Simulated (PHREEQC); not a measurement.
Solution A (0.0014 mol/kgw KOH, 0.00017 mol/kgw H3BO3 and 0.19 mol/kgw Na2CO3) is mixed with solution B (0.0012 mol Cu(NO3)2 and 0.0036 mol HBF4 per kg of water) at 25 °C; shares are by mass of water, 1 kg in all. Oxygen is held at 0.21 atm. The system is closed to CO2. The run lets Cu(OH)2, Malachite, Cu2(OH)3NO3, Nahcolite, Natron, CuF2:2H2O precipitate or redissolve, and no other solid.

All values are PHREEQC results (ion-association model, wateq4f.dat), not measurements.

| share of solution B | pH | Cu(OH)2 (mol) | Malachite (mol) | Cu+2 (mol/kgw) | F- (mol/kgw) | H2BO3- (mol/kgw) |
|---|---|---|---|---|---|---|
| 0 | 11.41 | 0 | 0 | 0 | 0 | 0.000169 |
| 0.1 | 11.25 | 0.000111 | 0 | 5.02e-14 | 0.00135 | 0.000510 |
| 0.2 | 11.08 | 0.000231 | 0 | 1.04e-13 | 0.00272 | 0.000849 |
| 0.3 | 10.92 | 0.000351 | 0 | 2.11e-13 | ___ | 0.00118 |
| 0.4 | 10.77 | 0.000471 | 0 | 4.06e-13 | ___ | 0.00151 |
| 0.5 | 10.62 | 0.000590 | 0 | 7.66e-13 | 0.00690 | 0.00184 |
| 0.6 | 10.47 | 0.000710 | 0 | 1.48e-12 | 0.00833 | ___ |
| 0.7 | 10.28 | 0.000829 | 0 | 3.17e-12 | 0.00978 | 0.00242 |
| 0.8 | 10.05 | 0 | ___ | 7.03e-12 | ___ | 0.00261 |
| 0.9 | 9.23 | 0 | 0.000538 | 9.15e-11 | 0.0128 | 0.00178 |
| 1 | 2.50 | 0 | 0 | 0.00119 | 0.000829 | 2.05e-10 |

**Question.** Complete the blanks.

**Answer.** 
- 0.3, F- (mol/kgw): 0.00410
- 0.4, F- (mol/kgw): 0.00549
- 0.6, H2BO3- (mol/kgw): 0.00214
- 0.8, Malachite (mol): 0.000475
- 0.8, F- (mol/kgw): 0.0113

Real BF4- forms and hydrolyses slowly; the run takes it at equilibrium. The database's constant for dissolved Cu(OH)2 is higher than later reviews accept.
